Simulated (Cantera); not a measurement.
Input: 1 mol SiH₄, 0.32 mol N₂, at 602 °C and 1.20 mbar.

Method: chemical equilibrium by Gibbs-energy minimisation in Cantera with the NASA 1993 tables (ideal gas, pure condensed phases). Candidate condensed phases: Si, Si₃N₄; 18 gas species. N₂ is the only nitrogen source here; it is nearly inert below about 1500 K, so the nitride shown seldom forms there in practice. Equilibrium is a limit: real reactors are often held back by kinetics, nucleation or transport.

Base state: H₂ 1.00 (mole fractions); condensed: Si(s) + Si₃N₄(s).

What changes in the equilibrium state with this change: SiH₄ replaced by SiH₂Cl₂?


```tsv
species	before	after
H₂	1.00	0.645
SiCl₄	0	0.310
SiHCl₃	0	0.0213
HCl	0	0.0205
SiCl₃	0	0.00211
SiCl₂	0	0.000834
SiH₂Cl₂	0	0.000134
Si(s), mol	0.520	0.0182
Si₃N₄(s), mol	0.160	0.160
```
The tables' values for SiCl₃ are old estimates; treat these amounts as uncertain. Further candidate phases: NH₄Cl.
